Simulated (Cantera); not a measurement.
A Cantera script and what it prints.

```python
import numpy as np
import cantera as ct

gas_names = [...]  # 110 gases of nasa_gas.yaml made of C, H, O
cond_names = """
    C(gr) C6H6(L) C7H8(L) C8H18(L),n-octa H2O(s) H2O(L)
""".split()


# ... load() reads the species with a 1 bar reference pressure and builds the phases ...
atoms = {
    'acetone': {'C': 3, 'H': 6, 'O': 1},
    'H2O': {'H': 2, 'O': 1},
    'H2': {'H': 2},
}
top_T = {'C(gr)': 4500}  # K; cautious upper limits of use, not melting points


# ... equilibrate(T, P, feed) seeds the gas with the atoms and calls Mixture.equilibrate('TP', solver="vcs", rtol=1e-11, max_steps=5000) ...
results = []
feed = {'acetone': 1, 'H2O': 0.45, 'H2': 19}  # mol
P = 1000  # Pa
for T in [1048, 1148, 1248, 1348, 1448, 1548, 1648, 1748, 1848, 1948, 2048, 2148, 2248]:
    mix = equilibrate(T, P, feed)
    results.append((T, P, feed, dict(zip(mix.species_names, mix.species_moles))))

top = {s: max(r[3][s] / sum(r[3][g] for g in gas_names) for r in results) for s in gas_names}
cols = sorted((s for s in top if top[s] > 0.001), key=lambda s: -top[s])[:7]
seen = [c for c in cond_names if any(r[3].get(c, 0) > 1e-12 for r in results)]
print("log10 of partial pressures in bar; condensed amounts in mol")
print(f"{'T/K':>10s}" + "".join(f"{s[:9]:>10s}" for s in cols + seen))
for T, P, feed, n in results:
    ng = sum(n[g] for g in gas_names)
    print(f"{T:10.4g}" + "".join(f"{np.log10(max(n[s] / ng * P / 1e5, 1e-99)):10.3f}" for s in cols)
          + "".join(f"{n.get(c, 0):10.4g}" for c in seen))
```

It prints:

```
log10 of partial pressures in bar; condensed amounts in mol
       T/K        H2         H        CO C2H2,acet     C(gr)
      1048    -2.027    -9.126    -3.218   -10.432      1.54
      1148    -2.027    -8.158    -3.217    -9.458     1.546
      1248    -2.027    -7.344    -3.217    -8.641     1.548
      1348    -2.027    -6.649    -3.217    -7.947     1.549
      1448    -2.027    -6.049    -3.217    -7.350     1.549
      1548    -2.027    -5.525    -3.217    -6.832     1.549
      1648    -2.028    -5.064    -3.217    -6.377     1.548
      1748    -2.028    -4.655    -3.218    -5.975     1.545
      1848    -2.030    -4.290    -3.218    -5.619     1.538
      1948    -2.032    -3.963    -3.219    -5.301     1.526
      2048    -2.037    -3.669    -3.222    -5.017     1.503
      2148    -2.046    -3.403    -3.226    -4.764     1.466
      2248    -2.060    -3.164    -3.232    -4.540     1.406
```

Equilibrium computed with Cantera from the NASA thermochemical tables; the gas is ideal and each condensed phase is pure. The feed counts by its element totals alone.
